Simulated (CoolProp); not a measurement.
A single-stage vapour-compression cycle with R1336mzz(Z): evaporating at 273.15 K (dew point), condensing at 308.15 K (bubble point), superheat 8 K, subcooling 0 K, compressor efficiency 0.9, no pressure losses. Each further row changes one setting.

Model: reference Helmholtz-energy equation of state, McLinden 2020, in CoolProp.

```tsv
case	cooling COP	pressure ratio	discharge temperature (K)	refrigerating effect (kJ/kg)	volumetric capacity (kJ/m³)
as stated	6.10	4.33	311.9	144	254
evaporating temperature 278.15 K	7.41	3.42	312.1	148	326
condensing temperature 303.15 K	7.30	3.60	307.9	150	265
subcooling 5 K	[?]	4.33	311.9	150	265
superheat 18 K	[?]	4.33	[?]	[?]	259
compressor efficiency 0.8	[?]	4.33	[?]	144	254
```

Problem. Fill in the missing entries.

Solution. 
- subcooling 5 K, cooling COP: 6.36
- superheat 18 K, cooling COP: 6.21
- superheat 18 K, discharge temperature (K): 322.0
- superheat 18 K, refrigerating effect (kJ/kg): 152
- compressor efficiency 0.8, cooling COP: 5.42
- compressor efficiency 0.8, discharge temperature (K): 315.2
